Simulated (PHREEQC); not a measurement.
Make-up at 42 °C: 0.056 mol KOH, 1.14e-05 mol Na2SiO3 and 0.036 mol Na2CO3 per kg of water. Closed to the air; pH follows from the charge balance.

All values are PHREEQC results (Pitzer model, pitzer.dat), not measurements.

Precipitation was switched off in this run.

Task: What pH, density does the model give?

Result: pH 12.10; density 0.998 g/cm³.

Task: In which forms is Si present?

Result: H3SiO4- 58 %, H2SiO4-2 42 % of the Si.

Complexes and solids missing from the database can't appear. Away from 25 °C the constants follow the database's enthalpies or fits; those with neither stay at their 25 °C values.
